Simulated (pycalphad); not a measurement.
# Effect of Mg content in Al-Si-Mg

All values are pycalphad results on the COST 507 light-alloy database (1999) (1 atm), not direct measurements. The data set is of 1999 and partly superseded. Amounts are mole fractions of atoms.

```tsv
alloy	liquidus (°C)	first solid	solidus (°C)	phases at 417 °C
Al-2.455Si-0.171Mg (wt.%)	645	fcc	572	fcc 0.98, diamond (Si) 0.02, MG2SI under 0.01
Al-2.456Si-0.5133Mg (wt.%)	643	fcc	561	fcc 0.98, diamond (Si) 0.02, MG2SI 0.01
Al-2.456Si-0.6845Mg (wt.%)	643	fcc	557	fcc 0.97, diamond (Si) 0.02, MG2SI 0.01
Al-2.457Si-1.027Mg (wt.%)	641	fcc	557	fcc 0.97, diamond (Si) 0.02, MG2SI 0.01
Al-2.458Si-1.37Mg (wt.%)	639	fcc	557	fcc 0.97, MG2SI 0.02, diamond (Si) 0.01
```

Database names, with the compositions (at.%) that they take in these runs: MG2SI: Mg 67 Si 33.
